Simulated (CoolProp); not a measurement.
Saturated liquid density (kg/m³) of sulfur hexafluoride: the reference equation beside estimates from Tc = 45.6 °C, pc = 3.755 MPa, ω = 0.210.

Model: reference Helmholtz-energy equation of state, Guder 2009, in CoolProp.

```tsv
T (°C)	reference	van der Waals	Redlich-Kwong	Soave-Redlich-Kwong	Peng-Robinson
-20.55	1690	1076	1524	1584	1798
-17.75	1674	1065	1504	1564	1775
-15.05	1657	1054	1484	1544	1753
-12.25	1640	1042	1463	1523	1728
-9.45	1622	1030	1441	1501	1703
-6.65	1604	1018	1419	1478	1678
-3.95	1586	1005	1397	1456	1652
-1.15	1566	992.2	1373	1431	1624
1.65	1546	978.7	1349	1406	1595
4.35	1526	965.2	1325	1381	1567
7.15	1505	950.7	1299	1354	1535
9.95	1482	935.7	1272	1326	1503
12.75	1459	920.1	1244	1297	1469
```

Absolute difference from the reference over all 13 rows, mean and median: van der Waals 36.6 and 36.6 %, Redlich-Kwong 12.1 and 11.9 %, Soave-Redlich-Kwong 8.4 and 8.2 %, Peng-Robinson 3.9 and 4.2 %.
